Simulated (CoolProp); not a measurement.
Vapour-liquid equilibrium of R22 (1) + R11 (2) at 68.25 °C; x and y are mole fractions of (1).

Values from CoolProp's multi-fluid Helmholtz-energy mixture model, Kamei 1995 and Jacobsen 1992; pair parameters Bell 2016.

```
x     bubble pressure, mixture model (bar)  bubble pressure, Raoult's law (bar)  y, mixture model  y, Raoult's law
----  ------------------------------------  -----------------------------------  ----------------  ---------------
0.05                                 5.433                                5.152             0.290            0.281
0.2                                  9.536                                8.904             0.618            0.649
0.35                                 13.11                                12.65             0.744            0.800
0.5                                  16.43                                16.41             0.819            0.881
0.65                                 19.75                                20.16             0.876            0.932
0.8                                  23.30                                23.91             0.927            0.967
0.95                                 27.38                                27.66             0.981            0.993
```

The largest gap from Raoult's law is +7.1 % in bubble pressure, at x = 0.2. No azeotrope shows between x = 0.05 and 0.95.

Pair parameters are fitted to limited data, so mixtures are less certain than the pure fluids. The gap from Raoult's law changes sign with composition, which may be real or a fault of the pair parameters; it wasn't checked against measurements.
